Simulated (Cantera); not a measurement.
Input: 1 mol CO2, 0.085 mol O2, 2.7 mol H2, held at 350 °C and 2.20 mbar.

Method: chemical equilibrium by Gibbs-energy minimisation in Cantera with the NASA 1993 tables (ideal gas, pure condensed phases). Candidate condensed phases: C, C6H6, C7H8, C8H18, H2O; 110 gas species. Equilibrium is a limit: real reactors are often held back by kinetics, nucleation or transport.

Base state: H2 0.529, H2O 0.211, CO2 0.205, CH4 0.0312, CO 0.0242 (mole fractions); condensed: C(graphite).

Q: What changes in the equilibrium state with this change: pressure from 2.20 mbar to 23.0 bar?

A: 
| species | before | after |
|---|---|---|
| H2O | 0.211 | 0.577 |
| CH4 | 0.0312 | 0.254 |
| CO2 | 0.205 | 0.153 |
| H2 | 0.529 | 0.0155 |
| CO | 0.0242 | 0.000195 |
| C(graphite), mol | 0.124 | 0 |

Q: What changes in the equilibrium state with this change: pressure from 2.20 mbar to 0.100 bar?

A: 
```
species           before    after
----------------  ------  -------
H2O                0.211    0.460
H2                 0.529    0.187
CH4               0.0312    0.178
CO                0.0242  0.00329
CO2                0.205    0.171
C(graphite), mol   0.124   0.0514
```
